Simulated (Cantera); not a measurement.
Cantera run:

```python
import numpy as np
import cantera as ct

gas_names = [...]  # 95 gases of nasa_gas.yaml made of C, F, H
cond_names = """
    C(gr) C6H6(L) C7H8(L) C8H18(L),n-octa
""".split()


# ... load() reads the species with a 1 bar reference pressure and builds the phases ...
atoms = {
    'c-C4F8': {'C': 4, 'F': 8},
    'H2': {'H': 2},
}
top_T = {'C(gr)': 4500}  # K; cautious upper limits of use, not melting points


# ... equilibrate(T, P, feed) seeds the gas with the atoms and calls Mixture.equilibrate('TP', solver="vcs", rtol=1e-11, max_steps=5000) ...
results = []
feed = {'c-C4F8': 1, 'H2': 0.82}  # mol
P = 133.322  # Pa
for T in [2623, 2673, 2723, 2773, 2823, 2873, 2923, 2973, 3023]:
    mix = equilibrate(T, P, feed)
    results.append((T, P, feed, dict(zip(mix.species_names, mix.species_moles))))
    x = sorted(zip(gas.X, gas.species_names), reverse=True)
    print(f"T = {T:g} K  P = {P:g} Pa  gas = {mix.phase_moles(0):.4g} mol")
    print("   x: " + "  ".join(f"{s} {v:.3e}" for v, s in x if v > 1e-05))
    print("   condensed (mol): " + ("  ".join(f"{mix.phase(i).name} {mix.phase_moles(i):.4g}"
          for i in range(1, mix.n_phases) if mix.phase_moles(i) > 1e-12) or "none"))
```

Result:

```
T = 2623 K  P = 133.322 Pa  gas = 7.766 mol
   x: F 7.177e-01  HF 2.101e-01  CF2 3.434e-02  CF 3.357e-02  C3 2.304e-03  H 1.104e-03  C 6.251e-04  C2 2.173e-04  CF3 4.025e-05  C5 1.142e-05
   condensed (mol): C(gr) 3.41
T = 2673 K  P = 133.322 Pa  gas = 7.863 mol
   x: F 7.212e-01  HF 2.068e-01  CF 3.865e-02  CF2 2.535e-02  C3 4.596e-03  H 1.799e-03  C 1.153e-03  C2 4.377e-04  C5 2.768e-05  CF3 2.183e-05
   condensed (mol): C(gr) 3.371
T = 2723 K  P = 133.322 Pa  gas = 7.969 mol
   x: F 7.196e-01  HF 2.029e-01  CF 4.395e-02  CF2 1.866e-02  C3 8.932e-03  H 2.889e-03  C 2.079e-03  C2 8.591e-04  C5 6.486e-05  C4 1.268e-05  CF3 1.186e-05
   condensed (mol): C(gr) 3.254
T = 2773 K  P = 133.322 Pa  gas = 8.108 mol
   x: F 7.123e-01  HF 1.977e-01  CF 4.932e-02  C3 1.693e-02  CF2 1.366e-02  H 4.564e-03  C 3.668e-03  C2 1.645e-03  C5 1.473e-04  C4 2.846e-05  C2H 1.676e-05
   condensed (mol): C(gr) 3.014
T = 2823 K  P = 133.322 Pa  gas = 8.319 mol
   x: F 6.973e-01  HF 1.900e-01  CF 5.448e-02  C3 3.136e-02  CF2 9.878e-03  H 7.072e-03  C 6.343e-03  C2 3.076e-03  C5 3.246e-04  C4 6.202e-05  C2H 3.338e-05
   condensed (mol): C(gr) 2.562
T = 2873 K  P = 133.322 Pa  gas = 8.675 mol
   x: F 6.711e-01  HF 1.782e-01  CF 5.889e-02  C3 5.679e-02  C 1.076e-02  H 1.071e-02  CF2 6.969e-03  C2 5.625e-03  C5 6.954e-04  C4 1.315e-04  C2H 6.438e-05  H2 1.385e-05
   condensed (mol): C(gr) 1.724
T = 2923 K  P = 133.322 Pa  gas = 9.32 mol
   x: F 6.274e-01  HF 1.600e-01  C3 1.007e-01  CF 6.158e-02  C 1.792e-02  H 1.575e-02  C2 1.007e-02  CF2 4.681e-03  C5 1.450e-03  C4 2.716e-04  C2H 1.195e-04  H2 2.155e-05
   condensed (mol): C(gr) 0.1323
T = 2973 K  P = 133.322 Pa  gas = 9.512 mol
   x: F 6.279e-01  HF 1.499e-01  C3 1.013e-01  CF 5.721e-02  C 2.445e-02  H 2.226e-02  C2 1.228e-02  CF2 3.029e-03  C5 1.186e-03  C4 2.640e-04  C2H 1.469e-04  H2 3.132e-05
   condensed (mol): none
T = 3023 K  P = 133.322 Pa  gas = 9.684 mol
   x: F 6.309e-01  HF 1.386e-01  C3 9.711e-02  CF 5.264e-02  C 3.249e-02  H 3.049e-02  C2 1.441e-02  CF2 1.972e-03  C5 9.010e-04  C4 2.409e-04  C2H 1.703e-04  H2 4.321e-05
   condensed (mol): none
```

These are equilibrium values from Cantera (NASA tables, ideal gas, pure condensed phases), not measurements of a reactor. The feed counts by its element totals alone.
